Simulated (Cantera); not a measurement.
Input: 1 mol BN, 13 mol HF, 1.1 mol N2, equilibrated at 1473 K and 0.460 bar.

Method: chemical equilibrium by Gibbs-energy minimisation in Cantera with the NASA 1993 tables (ideal gas, pure condensed phases). Candidate condensed phases: B, BN; 31 gas species. Rates play no part.

### Question
What is the equilibrium state?

### Answer
```json
{
 "x(HF)": "0.709",
 "x(N2)": "0.113",
 "x(H2)": "0.106",
 "x(BF3)": "0.0709",
 "x(BHF2)": "6.80e-6",
 "x(H)": "6.08e-6",
 "x(H2F2)": "3.09e-6",
 "x(BF2)": "1.71e-6",
 "gas_amount": "14.10 mol",
 "log10 activity of B(s) (absent)": "-9.30"
}
```
